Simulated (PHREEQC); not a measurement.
Model water analysis in mg/L, 16 °C, pH 3.5, pe 10.1: Na 191; K 59.4; Ca 38.4; Mg 158; Cl 256; S(6) as SO4 854; Zn 3.02; Pb 32.5; Cd 47.5; F 1.18.

Valence states are taken as typed.

The numbers come from PHREEQC with the ion-association model, wateq4f.dat.

Q: The ionic strength comes out as 0.0338 mol/kgw. What activity coefficients do Cd(SO4)2-2, H+, K+, SO4-2, Na+ get?

A: Cd(SO4)2-2 0.51, H+ 0.87, K+ 0.84, SO4-2 0.52, Na+ 0.85.

Precipitation was switched off in this run. Saturation is exceeded, for instance for Anglesite; the values hold only as long as no solid forms.
